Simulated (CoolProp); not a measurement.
Hexamethyldisiloxane (MM) along the isotherm 620 K: density (kg/m³) from the reference equation and from simpler models built on Tc = 518.7 K, pc = 1931 kPa, ω = 0.418; each cubic takes its own stable root.

Computed with CoolProp (reference Helmholtz-energy equation of state, Thol 2016).

| p (kPa) | phase | reference |
|---|---|---|
| 121 | gas | 3.856 |
| 241 | gas | 7.773 |
| 362 | gas | 11.82 |
| 483 | gas | 15.97 |
| 603 | gas | 20.18 |
| 724 | gas | 24.55 |
| 845 | gas | 29.03 |
| 966 | gas | 33.62 |

### Question
How far does each simpler model (Redlich-Kwong, Soave-Redlich-Kwong, Peng-Robinson) lie from the reference over these 8 states: mean and median of the absolute difference, and the worst?

### Answer
- Redlich-Kwong: mean 0.6 %, median 0.5 %, worst +1.1 % at 620 K and 966 kPa
- Soave-Redlich-Kwong: mean 0.6 %, median 0.5 %, worst -1.1 % at 620 K and 966 kPa
- Peng-Robinson: mean 0.3 %, median 0.3 %, worst +0.5 % at 620 K and 966 kPa
